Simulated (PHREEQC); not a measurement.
A solution holds 7.3 mmol/kgw NaHCO3 and 66 mmol/kgw Na2CO3, at 85 °C. Closed to the air; pH follows from the charge balance.

Model: ion-association model, phreeqc.dat, run in PHREEQC.

Each row changes one thing in this solution. Precipitation was switched off in this run.

| case | pH | ionic strength (mol/kgw) | Na+ (mol/kgw) | NaCO3- (mol/kgw) | HCO3- (mol/kgw) | CO3-2 (mol/kgw) |
|---|---|---|---|---|---|---|
| as made | 9.73 | 0.0915 | 0.0835 | 0.0556 | 0.00939 | 0.00808 |
| 0.027 mol/kgw HF added | 8.88 | 0.107 | 0.103 | 0.0345 | 0.0336 | 0.00427 |
| diluted 5-fold with water | 9.82 | 0.0233 | 0.0202 | 0.00764 | 0.00392 | 0.00307 |
| Na2CO3 from 0.066 to 0.132 mol/kgw | 9.79 | 0.165 | 0.153 | 0.118 | 0.00981 | 0.0114 |
| NaHCO3 replaced by Na2HPO4 at the same molality | 9.99 | 0.107 | 0.0922 | 0.0539 | 0.00455 | 0.00747 |
| NaHCO3 left out | 10.04 | 0.0867 | 0.0787 | 0.0532 | 0.00460 | 0.00806 |
| NaHCO3 replaced by NaF at the same molality | 10.03 | 0.0929 | 0.0853 | 0.0538 | 0.00447 | 0.00768 |
| NaHCO3 from 0.0073 to 0.0146 mol/kgw | 9.49 | 0.0973 | 0.0894 | 0.0568 | 0.0156 | 0.00786 |
| temperature from 85 to 10 °C | 10.95 | 0.171 | 0.122 | 0.0168 | 0.00736 | 0.0489 |

Away from 25 °C the constants follow the database's enthalpies or fits; those with neither stay at their 25 °C values.
